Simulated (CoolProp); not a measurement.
A simple Rankine cycle with vinyl chloride: condensing at 307.15 K, boiler at 1.26 MPa, turbine inlet 429 K, turbine efficiency 0.9, pump efficiency 0.7, no recuperator. Each further row changes one setting.

The numbers come from the reference Helmholtz-energy equation of state, Thol 2022 in CoolProp.

```
case                             thermal efficiency (%)  net work (kJ/kg)  heat in (kJ/kg)  turbine exit temperature (K)  volume ratio over the turbine
-------------------------------  ----------------------  ----------------  ---------------  ----------------------------  -----------------------------
as stated                                           9.2              39.7              431                         383.3                           2.27
condensing temperature 299.15 K                    11.2              49.4              443                         372.4                           2.80
boiler pressure 0.882 MPa                           5.8              25.1              436                         401.7                           1.64
turbine efficiency 0.8                              8.2              35.2              431                         387.6                           2.30
```
